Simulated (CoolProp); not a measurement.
A Linde-Hampson liquefier for normal hydrogen: isothermal reversible compression at 230 K from 1 atm to 20 MPa, throttling to 1 atm, return gas leaving the recuperator 10 K below the feed. Each further row changes one setting.

Model: reference Helmholtz-energy equation of state, Leachman 2009, in CoolProp.

```csv
case,compression work (kJ/kg of gas)
as stated,5150
high pressure 40 MPa,5950
warm-end temperature 260 K,5810
warm-end gap 15 K,5150
```
